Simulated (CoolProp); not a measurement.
The fluid at 293.15 K and 0.038 MPa is compressed adiabatically to 0.176 MPa with isentropic efficiency 0.9. The same conditions are run with several fluids, on thermodynamics alone (safety and materials aside).

Computed with CoolProp (reference Helmholtz-energy equation of state of each fluid (R1336mzz(Z): McLinden 2020; CH3F (R41): Lemmon 2006; chlorine: Thol 2021; CH2F2 (R32): Tillner-Roth 1997; sulfur hexafluoride: Guder 2009)).

| fluid | work (kJ/kg) | final temperature (K) | final density (kg/m³) |
|---|---|---|---|
| R1336mzz(Z) | 25.4 | 326.4 | 11.5 |
| CH3F (R41) | 144 | 413.2 | 1.75 |
| chlorine | 70.5 | 437.4 | 3.45 |
| CH2F2 (R32) | 91.7 | 396.3 | 2.80 |
| sulfur hexafluoride | 30.1 | 337.6 | 9.28 |
